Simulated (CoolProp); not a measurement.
Model: reference Helmholtz-energy equation of state, Beckmüller 2019, in CoolProp.

Task: For n-octane, give the phase and the cp (kJ/(kg K)), viscosity (µPa s), conductivity (mW/(m K)) at 566.1 K and 0.175 bar; 458 K and 0.334 bar.

Result: 
- 566.1 K and 0.175 bar: gas; cp 2.75, viscosity 10.7, conductivity 39.1
- 458 K and 0.334 bar: gas; cp 2.35, viscosity 8.67, conductivity 26.2

Viscosity comes from a separate model (Huber 2004). Thermal conductivity comes from a separate model (Huber 2005).
